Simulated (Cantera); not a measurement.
Cantera with NASA thermochemical tables; ideal gases at 1 bar, condensed phases pure. Values are per mole of reaction as written; species without (g) are pure solids or liquids, kept so even where they would boil at 1 bar.

Task: Between 898 and 1348 K, where is each reaction favourable under standard conditions?
- NbO2 + 2 N2(g) = Nb + 2 N2O(g)

Result: 
- NbO2 + 2 N2(g) = Nb + 2 N2O(g): ΔG° is 928 kJ at 898 K and 918 kJ at 1348 K; it stays positive (K < 1). ΔH° is 943 kJ and ΔS° 19 J/K at 1348 K.
